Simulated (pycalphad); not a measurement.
All values are pycalphad results on the COST 507 light-alloy database (1999) (1 atm), not direct measurements. No gas phase is included, though pure Mg would boil below 1650 K. The database dates from 1999; later assessments differ in places, in temperatures and in the compounds included. Diffusion is slow at the low end, where real alloys seldom reach equilibrium.

How does the equilibrium phase assembly of Si-1Al-81.9Mg (at.%) change on cooling from 1650 K to 350 K?


```json
[
 {"T (K)": "1257.1", "phases above": "liquid", "phases below": "liquid + MG2SI"},
 {"T (K)": "901.2", "phases above": "liquid + MG2SI", "phases below": "hcp + liquid + MG2SI"},
 {"T (K)": "872.5", "phases above": "hcp + liquid + MG2SI", "phases below": "hcp + MG2SI"},
 {"T (K)": "442.0", "phases above": "hcp + MG2SI", "phases below": "ALMG_GAMMA + hcp + MG2SI"}
]
```
Changes were sought between steps of 25 K, so a narrower field can be missed.

Database names, with the compositions (at.%) that they take in these runs: MG2SI: Mg 67 Si 33; ALMG_GAMMA: Mg 59 Al 41.
